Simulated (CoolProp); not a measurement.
Oxygen at 296.08 K and 6.77 MPa is compressed adiabatically to 29.3 MPa with isentropic efficiency 0.7. Each further row changes one setting.

Values from CoolProp's reference Helmholtz-energy equation of state, Schmidt 1985.

| case | work (kJ/kg) | final temperature (K) | final density (kg/m³) |
|---|---|---|---|
| as stated | 203 | 508.0 | … |
| efficiency 1 | … | … | 231 |
| efficiency 0.65 | 218 | … | … |

### Question
Fill in the missing entries.

### Answer

- as stated, final density (kg/m³): 204
- efficiency 1, work (kJ/kg): 142
- efficiency 1, final temperature (K): 451.9
- efficiency 0.65, final temperature (K): 522.5
- efficiency 0.65, final density (kg/m³): 198

Above 300 K oxygen's equation is extrapolated.
